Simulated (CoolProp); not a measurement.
Vapour-liquid equilibrium of R125 (1) + cyclopropane (2) at 1090 kPa; x and y are mole fractions of (1).

Computed with CoolProp (multi-fluid Helmholtz-energy mixture model, Lemmon 2005 and Polt 1992; pair parameters Bell 2016). This equation is an older, rougher fit; its heat capacities, sound speeds and derivatives of the liquid may be far off and weren't checked against measurements.

```tsv
x	bubble temperature (K)	y at the bubble point	dew temperature at overall composition x (K)	liquid density (mol/L)
0.05	307.4	0.168	312.2	13.99
0.15	299.0	0.366	308.2	13.62
0.25	294.5	0.472	304.0	13.16
0.35	291.9	0.540	299.7	12.68
0.45	290.3	0.593	295.4	12.22
0.55	289.1	0.642	291.6	11.80
0.65	288.4	0.695	289.0	11.42
0.75	288.0	0.758	288.0	11.08
0.85	288.1	0.837	288.2	10.76
0.95	288.8	0.938	289.0	10.46
```

y crosses x between x = 0.75 and 0.85: the model has an azeotrope there.

The pair parameters rest on a limited set of measurements; away from them the model extrapolates.
